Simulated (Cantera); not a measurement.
An isothermal, constant-pressure homogeneous reactor starts with C2H6 : N2 = 1 : 6.9 (molar parts), at 1300 K and 57.0 Torr. Integrator tolerance rtol = 1e-08.

Detailed kinetics in Cantera: GRI-Mech 3.0 (53 species, 325 reactions). GRI-Mech 3.0 stops at C3 and has no aromatics, soot or wall deposition, so with more carbon than oxygen in the feed, carbon stays in small species such as C2H2 where larger ones or solid carbon would form.

Task: What does this change do: temperature 1300 to 1075 K?

Result: 
```tsv
quantity	before	after
x(C2H6) at 200 s	2.73e-6 (gas-phase equilibrium 1.50e-6)	0.000414 (gas-phase equilibrium 5.23e-5)
x(C2H4) at 200 s	0.00319 (gas-phase equilibrium 0.00215)	0.0515 (gas-phase equilibrium 0.0138)
x(HCN) at 200 s	3.21e-9 (gas-phase equilibrium 0.0773)	<1e-12 (gas-phase equilibrium 0.0424)
x(CH2) at 200 s	2.01e-11 (gas-phase equilibrium 1.52e-11)	<1e-12 (gas-phase equilibrium <1e-12)
x(H2) at 200 s	0.167 (gas-phase equilibrium 0.182)	0.135 (gas-phase equilibrium 0.0618)
```

Task: What does this change do: temperature 1300 to 1250 K?

Result: 
```
quantity                                             before                                      after
----------------  -----------------------------------------  -----------------------------------------
x(C2H6) at 200 s    2.73e-6 (gas-phase equilibrium 1.50e-6)    6.11e-6 (gas-phase equilibrium 4.01e-6)
x(C2H4) at 200 s    0.00319 (gas-phase equilibrium 0.00215)    0.00613 (gas-phase equilibrium 0.00372)
x(HCN) at 200 s      3.21e-9 (gas-phase equilibrium 0.0773)    7.53e-10 (gas-phase equilibrium 0.0714)
x(CH2) at 200 s   2.01e-11 (gas-phase equilibrium 1.52e-11)  6.97e-12 (gas-phase equilibrium 5.13e-12)
x(H2) at 200 s          0.167 (gas-phase equilibrium 0.182)        0.166 (gas-phase equilibrium 0.166)
```
